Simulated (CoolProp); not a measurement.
Values from CoolProp's reference Helmholtz-energy equation of state, Lemmon 2006. It is a short technical equation, of lower accuracy than the large ones.

**Question.** Give the vapour pressure (kPa), liquid cp (kJ/(kg K)), vapour Z of saturated nitrous oxide at -58.95, -37.45 °C.

**Answer.** 
```tsv
T (°C)	p (kPa)	liquid cp (kJ/(kg K))	vapour Z
-58.95	450	1.77	0.925
-37.45	1030	1.86	0.867
```
